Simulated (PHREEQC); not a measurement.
**Alkaline etch or developer (model solution)**

A solution holds 0.0013 mol/kgw CsOH, 8.4e-06 mol/kgw CO2 and 0.17 mol/kgw (CH3)4NCl, at 30 °C. Closed to the air; pH follows from the charge balance.

Equilibrium calculation in PHREEQC: ion-association model, wateq4f.dat.

Precipitation was switched off in this run.

Q: What pH, activity of water does the model give?

A: pH 10.81; activity of water 0.994.

Q: In which forms is C present?

A: CO3-2 89 %, HCO3- 11 % of the C.

(CH3)4N+ isn't in the database: it is added as a free cation with an ion size of 4 Å.
